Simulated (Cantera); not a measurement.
An adiabatic, constant-pressure homogeneous reactor starts with CH₃OH : O₂ : N₂ = 1 : 0.938 : 3.52 (molar parts), equivalence ratio 1.6, at 1648 K and 1.01 bar. Integrator tolerance rtol = 1e-08.

Cantera simulation using GRI-Mech 3.0 (53 species, 325 reactions); the numbers are that mechanism's predictions, not measurements. GRI-Mech 3.0 was tuned for natural gas; its chemistry of methanol as a main component is partial and can be far from experiment.

Problem. What does this change do: pressure from 1.01 bar to 12.0 bar?

Solution. 
```tsv
quantity	before	after
time of steepest temperature rise	56.6 µs	6.54 µs
temperature at 0.400 s	2748 K	2894 K
equilibrium temperature	2748 K	2894 K
x(CH₃OH) at 0.400 s	<1e-12 (gas-phase equilibrium <1e-12)	<1e-12 (gas-phase equilibrium <1e-12)
x(O₂) at 0.400 s	0.00269 (gas-phase equilibrium 0.00269)	0.000831 (gas-phase equilibrium 0.000831)
x(HCN) at 0.400 s	1.47e-8 (gas-phase equilibrium 1.47e-8)	1.56e-7 (gas-phase equilibrium 1.56e-7)
x(H₂O₂) at 0.400 s	1.26e-7 (gas-phase equilibrium 1.26e-7)	3.29e-7 (gas-phase equilibrium 3.29e-7)
x(CO) at 0.400 s	0.105 (gas-phase equilibrium 0.105)	0.105 (gas-phase equilibrium 0.105)
x(C₂H) at 0.400 s	<1e-12 (gas-phase equilibrium <1e-12)	<1e-12 (gas-phase equilibrium <1e-12)
x(O) at 0.400 s	0.00228 (gas-phase equilibrium 0.00228)	0.000650 (gas-phase equilibrium 0.000650)
```
The pressure lies above the range GRI-Mech 3.0 was tuned for (to about 10 atm).

Problem. What does this change do: initial temperature 1648 to 998 K?

Solution. 
| quantity | before | after |
|---|---|---|
| time of steepest temperature rise | 56.6 µs | not reached |
| temperature at 0.400 s | 2748 K | 999 K |
| equilibrium temperature | 2748 K | 2396 K |
| x(CH₃OH) at 0.400 s | <1e-12 (gas-phase equilibrium <1e-12) | 0.183 (gas-phase equilibrium <1e-12) |
| x(O₂) at 0.400 s | 0.00269 (gas-phase equilibrium 0.00269) | 0.172 (gas-phase equilibrium 0.000125) |
| x(HCN) at 0.400 s | 1.47e-8 (gas-phase equilibrium 1.47e-8) | <1e-12 (gas-phase equilibrium 1.31e-8) |
| x(H₂O₂) at 0.400 s | 1.26e-7 (gas-phase equilibrium 1.26e-7) | 3.25e-5 (gas-phase equilibrium 1.44e-8) |
| x(CO) at 0.400 s | 0.105 (gas-phase equilibrium 0.105) | 3.81e-5 (gas-phase equilibrium 0.0993) |
| x(C₂H) at 0.400 s | <1e-12 (gas-phase equilibrium <1e-12) | <1e-12 (gas-phase equilibrium <1e-12) |
| x(O) at 0.400 s | 0.00228 (gas-phase equilibrium 0.00228) | 5.78e-12 (gas-phase equilibrium 9.48e-5) |
Below about 1000 K GRI-Mech 3.0 lacks low-temperature oxidation paths.
